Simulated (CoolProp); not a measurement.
Properties of hexamethyldisiloxane (MM) at several states.

The numbers come from the reference Helmholtz-energy equation of state, Thol 2016 in CoolProp.

```csv
T (K),p (MPa),phase,density (kg/m³),cp (kJ/(kg K)),cv (kJ/(kg K)),expansivity (1/kK),fugacity coefficient
589.9,0.084,gas,2.809,2.212,2.158,1.759,0.9903
234.2,0.0981,liquid,825.4,1.761,1.410,1.229,0.0007161
381.6,0.952,liquid,667.9,2.135,1.752,1.829,0.1322
257,0.105,liquid,802.3,1.803,1.451,1.273,0.004345
```
